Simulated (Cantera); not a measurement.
A perfectly stirred reactor is fed with CH₄ : O₂ : N₂ = 1 : 2.11 : 17.7 (molar parts), at 1.10 bar; it is adiabatic with a 325 K inlet, and is followed from long to short residence time, starting on the burning branch (τ in s: 0.16, 0.058, 0.021, 0.0073, 0.0026, 0.00093, 0.00033, 0.00012, 4.1e-05).

Cantera simulation using GRI-Mech 3.0 (53 species, 325 reactions); the numbers are that mechanism's predictions, not measurements.

Question: What does this change do: inlet temperature 325 to 423 K?

Answer: 
| quantity | before | after |
|---|---|---|
| state | not burning at any residence time tried | not reached |
| x(CH₄) at τ = 0.160 s | 0.0481 | 1.69e-5 |
| x(O₂) at τ = 0.160 s | 0.101 | 0.00589 |
| x(CO) at τ = 0.160 s | <1e-12 | 0.000885 |
| x(H) at τ = 0.160 s | <1e-12 | 6.99e-5 |
| x(N₂O) at τ = 0.160 s | <1e-12 | 2.08e-7 |
| x(CH₄) at τ = 2.60 ms | 0.0481 | 0.000426 |
| x(O₂) at τ = 2.60 ms | 0.101 | 0.0118 |
| x(CO) at τ = 2.60 ms | <1e-12 | 0.00833 |
| x(H) at τ = 2.60 ms | <1e-12 | 0.000918 |
| x(N₂O) at τ = 2.60 ms | <1e-12 | 1.12e-7 |
| blow-out, bracketed by the residence times tried | not reached | burning at 2.60 ms, out at 0.930 ms |
